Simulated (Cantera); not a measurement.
Feed: 1 mol Cr2O3, 640 mol H2, a varied amount of H2O, at 0.00170 bar.

Cantera equilibrium calculation (NASA polynomials, part measured and part estimated; ideal gas, pure solids and liquids). Candidate condensed phases: Cr, Cr2O3, H2O; 13 gas species. Mutual solubility and eutectic melting of coexisting phases are not modelled. Kinetics and transport are ignored.

Task: What condenses at these points (T in °C, n(H2O) in mol): (627, 4.6); (1627, 0.46); (1127, 0.46); (1227, 0.099); (1027, 0.21); (1327, 9.9)?

Result: 
```json
[
 {"T (°C)": "627", "n(H2O) in mol": "4.6", "condensed phases": "Cr2O3", "Cr condensed (%)": "100.0"},
 {"T (°C)": "1627", "n(H2O) in mol": "0.46", "condensed phases": "gas only", "Cr condensed (%)": "0.0"},
 {"T (°C)": "1127", "n(H2O) in mol": "0.46", "condensed phases": "Cr2O3", "Cr condensed (%)": "99.2"},
 {"T (°C)": "1227", "n(H2O) in mol": "0.099", "condensed phases": "Cr + Cr2O3", "Cr condensed (%)": "89.4"},
 {"T (°C)": "1027", "n(H2O) in mol": "0.21", "condensed phases": "Cr2O3", "Cr condensed (%)": "99.9"},
 {"T (°C)": "1327", "n(H2O) in mol": "9.9", "condensed phases": "Cr2O3", "Cr condensed (%)": "95.8"}
]
```
